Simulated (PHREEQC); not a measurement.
0.097 g of hydrous ferric oxide (600 m²/g; 0.2 weak and 0.005 strong sites per Fe, Dzombak-Morel constants, diffuse double layer) in 1 kg of water with 0.05 mol/kgw of an inert sodium salt and 1.7e-05 mol/kgw CuCl2 and 7.4e-05 mol/kgw Na2HAsO4, at 25 °C; the pH is set by adding NaOH or the inert anion's acid. O2 is buffered at 0.21 atm. The system is closed to CO2. Nothing may precipitate in this run.

The series has 13 steps of pH, from 4 to 12.

All values are PHREEQC results (ion-association model, wateq4f.dat), not measurements.

Q: Near which pH is half of the Cu sorbed, and on which side is more sorbed?

A: Near pH 5.3, with more sorbed at higher pH.

Q: Near which pH is half of the As sorbed, and on which side is more sorbed?

A: Near pH 8.9, with more sorbed at lower pH.

Q: At which pH does the surface charge pass through zero?

A: Near pH 7.1.

The database has no arsenate complexes of Cu. The database's constant for dissolved Cu(OH)2 is higher than later reviews accept.
